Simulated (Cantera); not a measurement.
Source: NASA polynomial tables (part measured, part estimated), evaluated in Cantera. Values are per mole of reaction as written; species without (g) are pure solids or liquids, kept so even where they would boil at 1 bar. TiC: taken at fixed stoichiometry.

10 NO(g) + 3 Ti = 5 N2O(g) + Ti3O5, with ΔH° = -2963.9 kJ and ΔS° = -970.4 J/K at 300 K.

### Question
How far is the shortcut ΔG° ≈ ΔH°(300 K) − T·ΔS°(300 K) from the full temperature-dependent value at 1100, 1150, 1200, 1250, 1300, 1350, 1400, 1450, 1500, 1550, 1600 K?

### Answer
```
T (K)  shortcut (kJ)  full (kJ)  difference (kJ)  difference in log10 K  condensed phases
-----  -------------  ---------  ---------------  ---------------------  ----------------
1100         -1896.5    -1928.1             31.6                  -1.50   Ti(α), Ti3O5(s)
1150         -1848.0    -1882.9             34.9                  -1.58   Ti(α), Ti3O5(s)
1200         -1799.5    -1837.3             37.8                  -1.64   Ti(β), Ti3O5(s)
1250         -1751.0    -1791.8             40.8                  -1.70   Ti(β), Ti3O5(s)
1300         -1702.4    -1746.4             43.9                  -1.77   Ti(β), Ti3O5(s)
1350         -1653.9    -1701.2             47.2                  -1.83   Ti(β), Ti3O5(s)
1400         -1605.4    -1656.1             50.7                  -1.89   Ti(β), Ti3O5(s)
1450         -1556.9    -1611.1             54.2                  -1.95   Ti(β), Ti3O5(s)
1500         -1508.4    -1566.3             57.9                  -2.02   Ti(β), Ti3O5(s)
1550         -1459.8    -1521.5             61.7                  -2.08   Ti(β), Ti3O5(s)
1600         -1411.3    -1477.0             65.6                  -2.14   Ti(β), Ti3O5(s)
```
The shortcut ignores heat capacities and the phase changes listed.
